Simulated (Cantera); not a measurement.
Feed: 1 mol B2O3, 3.8 mol F2, 0.24 mol H2, held at 0.133 bar.

These are equilibrium values from Cantera (NASA tables, ideal gas, pure condensed phases), not measurements of a reactor. Candidate condensed phases: B, B2O3, B3O3H3, H2O; 43 gas species. Rates play no part.

### Question
At 1348 K, list the 5 most abundant gas species with their mole fractions, and the condensed phases.

### Answer
BF3 0.394, O2 0.295, F 0.213, HF 0.0945, F2 0.00368. Condensed: gas only.
